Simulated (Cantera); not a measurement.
Input: 1 mol CH3SiCl3, 0.54 mol C2H2, 680 mol H2, at 1798 K and 0.00370 bar.

These are equilibrium values from Cantera (NASA tables, ideal gas, pure condensed phases), not measurements of a reactor. Candidate condensed phases: C, C6H6, C7H8, C8H18, Si, SiC; 109 gas species. The feed counts by its element totals alone. Kinetics and transport are ignored.

Base state: H2 0.990, H 0.00576, HCl 0.00435, C2H2 (acetylene) 0.000171, Si 1.99e-5, Cl 1.94e-5 (mole fractions); condensed: C(graphite) + SiC(s).

Q: What changes in the equilibrium state with this change: CH3SiCl3 replaced by SiHCl3?

A: 
| species | before | after |
|---|---|---|
| H2 | 0.990 | 0.990 |
| H | 0.00576 | 0.00576 |
| HCl | 0.00435 | 0.00436 |
| C2H2 (acetylene) | 0.000171 | 7.54e-5 |
| Si | 1.99e-5 | 2.99e-5 |
| Cl | 1.94e-5 | 1.94e-5 |
| C(graphite), mol | 0.860 | 0 |
| SiC(s), mol | 0.983 | 0.975 |

Q: What changes in the equilibrium state with this change: H2 from 680 to 1.7 mol?

A: 
```csv
species,before,after
HCl,0.00435,0.489
H2,0.990,0.465
SiCl2,1.42e-6,0.0380
SiCl3,<1e-9,0.000844
SiCl4,<1e-9,3.03e-5
Cl,1.94e-5,0.00318
"C(graphite), mol",0.860,1.28
"SiC(s), mol",0.983,0.795
```
The tables' values for SiCl3, SiCl are old estimates; treat these amounts as uncertain.

Q: What changes in the equilibrium state with this change: temperature from 1798 K to 1873.15 K?

A: 
```csv
species,before,after
H2,0.990,0.985
H,0.00576,0.0105
HCl,0.00435,0.00433
C2H2 (acetylene),0.000171,0.000308
Si,1.99e-5,7.93e-5
Cl,1.94e-5,3.51e-5
"C(graphite), mol",0.860,0.716
"SiC(s), mol",0.983,0.936
```
